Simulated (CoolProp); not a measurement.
Vapour-liquid equilibrium of R1234yf (1) + R227EA (2) at 231.6 K; x and y are mole fractions of (1).

Computed with CoolProp (multi-fluid Helmholtz-energy mixture model, Lemmon 2022 and Lemmon 2016; pair parameters Bell 2016).

```tsv
x	bubble pressure, mixture model (bar)	bubble pressure, Raoult's law (bar)	y, mixture model	y, Raoult's law
0.05	0.3103	0.3092	0.095	0.093
0.15	0.3396	0.3373	0.258	0.256
0.25	0.3682	0.3655	0.393	0.394
0.35	0.3963	0.3936	0.509	0.513
0.45	0.4240	0.4217	0.610	0.615
0.55	0.4516	0.4498	0.699	0.705
0.65	0.4792	0.4779	0.778	0.784
0.75	0.5068	0.5061	0.850	0.854
0.85	0.5345	0.5342	0.914	0.917
0.95	0.5624	0.5623	0.973	0.974
```

The largest gap from Raoult's law is +0.7 % in bubble pressure, at x = 0.25. No azeotrope shows between x = 0.05 and 0.95.

Pair parameters are fitted to limited data, so mixtures are less certain than the pure fluids.
